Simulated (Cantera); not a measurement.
Input: 1 mol SiCl4, 0.85 mol O3, held at 0.0133 bar.

Equilibrium computed with Cantera from the NASA thermochemical tables; the gas is ideal and each condensed phase is pure. Candidate condensed phases: Si, SiO2; 15 gas species. The tables hold silica as quartz up to 1696 K and as liquid above; real silica turns to tridymite and cristobalite and melts near 1996 K. The numbers say what is thermodynamically allowed, not how fast it happens.

x: gas mole fraction; n: condensed amount in mol.

```json
[
 {"T (°C)": "627", "x Cl2": "0.879", "x Cl": "0.000600", "x O2": "0.121", "x ClO": "2.02e-6", "x O": "1.62e-11", "x SiCl4": "9.24e-12", "x SiO2": "<1e-12", "n SiO2(β-quartz)": "1.00", "n SiO2(condensed)": "0"},
 {"T (°C)": "727", "x Cl2": "0.876", "x Cl": "0.00315", "x O2": "0.121", "x ClO": "7.86e-6", "x O": "4.73e-10", "x SiCl4": "2.46e-10", "x SiO2": "<1e-12", "n SiO2(β-quartz)": "1.00", "n SiO2(condensed)": "0"},
 {"T (°C)": "827", "x Cl2": "0.868", "x Cl": "0.0122", "x O2": "0.120", "x ClO": "2.37e-5", "x O": "7.49e-9", "x SiCl4": "3.55e-9", "x SiO2": "<1e-12", "n SiO2(β-quartz)": "1.00", "n SiO2(condensed)": "0"},
 {"T (°C)": "927", "x Cl2": "0.844", "x Cl": "___", "x O2": "0.119", "x ClO": "___", "x O": "___", "x SiCl4": "___", "x SiO2": "<1e-12", "n SiO2(β-quartz)": "1.00", "n SiO2(condensed)": "0"},
 {"T (°C)": "1027", "x Cl2": "0.789", "x Cl": "0.0955", "x O2": "0.115", "x ClO": "0.000123", "x O": "5.20e-7", "x SiCl4": "1.90e-7", "x SiO2": "<1e-12", "n SiO2(β-quartz)": "1.00", "n SiO2(condensed)": "0"},
 {"T (°C)": "1127", "x Cl2": "0.687", "x Cl": "0.204", "x O2": "0.108", "x ClO": "0.000219", "x O": "2.70e-6", "x SiCl4": "7.67e-7", "x SiO2": "5.39e-12", "n SiO2(β-quartz)": "1.000", "n SiO2(condensed)": "0"},
 {"T (°C)": "1227", "x Cl2": "___", "x Cl": "___", "x O2": "___", "x ClO": "___", "x O": "___", "x SiCl4": "___", "x SiO2": "1.60e-10", "n SiO2(β-quartz)": "1.000", "n SiO2(condensed)": "0"},
 {"T (°C)": "1327", "x Cl2": "0.350", "x Cl": "0.563", "x O2": "0.0866", "x ClO": "0.000417", "x O": "3.70e-5", "x SiCl4": "3.41e-6", "x SiO2": "3.09e-9", "n SiO2(β-quartz)": "1.000", "n SiO2(condensed)": "0"},
 {"T (°C)": "1427", "x Cl2": "0.193", "x Cl": "0.730", "x O2": "0.0765", "x ClO": "0.000457", "x O": "0.000107", "x SiCl4": "3.42e-6", "x SiO2": "4.18e-8", "n SiO2(β-quartz)": "0", "n SiO2(condensed)": "1.000"},
 {"T (°C)": "1527", "x Cl2": "0.0933", "x Cl": "0.836", "x O2": "0.0700", "x ClO": "0.000455", "x O": "0.000279", "x SiCl4": "2.20e-6", "x SiO2": "4.08e-7", "n SiO2(β-quartz)": "0", "n SiO2(condensed)": "1.000"}
]
```

Q: What belongs in the gaps?

A: 
- 927, x Cl: 0.0376
- 927, x ClO: 5.88e-5
- 927, x O: 7.47e-8
- 927, x SiCl4: 3.18e-8
- 1227, x Cl2: 0.532
- 1227, x Cl: 0.369
- 1227, x O2: 0.0984
- 1227, x ClO: 0.000329
- 1227, x O: 1.10e-5
- 1227, x SiCl4: 2.05e-6
